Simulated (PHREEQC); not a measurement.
A column of 0.1 m (30 cells, dispersivity 0.0035 m, 3600 s a shift, diffusion coefficient 3e-10 m²/s) holds 0.049 eq of the database's cation exchanger X per kg of pore water, first in equilibrium with 0.96 mmol/kgw LiCl and 0.01 mmol/kgw HCl. It is flushed with 0.0031 mol/kgw MgCl2, 0.015 mol/kgw NaCl and 1e-05 mol/kgw HCl, at 25 °C. Values are for the last cell. No CO2 enters from the air. Precipitation was switched off in this run.

The numbers come from PHREEQC with the ion-association model, phreeqc.dat.

```tsv
pore volumes	Na in solution (mol/kgw)	Mg in solution (mol/kgw)	Li in solution (mol/kgw)	Cl in solution (mol/kgw)	MgX2 on the exchanger (mol/kgw)
0	0	0	0.000960	0.000970	0
0.25	0	0	0.000960	0.000970	0
0.7167	0	0	0.00380	0.00381	0
0.95	8.44e-11	0	0.0107	0.0107	0
1.183	2.08e-7	0	0.0166	0.0166	0
1.65	9.04e-5	0	0.0206	0.0207	0
1.883	0.000385	0	0.0207	0.0211	0
2.117	0.00107	0	0.0201	0.0212	0
2.35	0.00230	0	0.0189	0.0212	0
2.817	0.00635	0	0.0149	0.0212	0
3.05	0.00885	0	0.0123	0.0212	0
3.283	0.0113	0	0.00986	0.0212	0
3.75	0.0155	0	0.00566	0.0212	0
3.983	0.0171	0	0.00411	0.0212	0
4.217	0.0183	0	0.00292	0.0212	0
4.683	0.0198	0	0.00140	0.0212	0
4.917	0.0203	0	0.000948	0.0212	0
5.15	0.0206	0	0.000633	0.0212	0
5.383	0.0208	0	0.000417	0.0212	0
5.85	0.0210	0	0.000173	0.0212	4.49e-14
6.083	0.0211	0	0.000109	0.0212	1.57e-12
6.317	0.0211	2.51e-13	6.70e-5	0.0212	5.46e-11
6.783	0.0212	3.03e-10	2.32e-5	0.0212	6.58e-8
7.017	0.0212	1.05e-8	1.27e-5	0.0212	2.28e-6
```
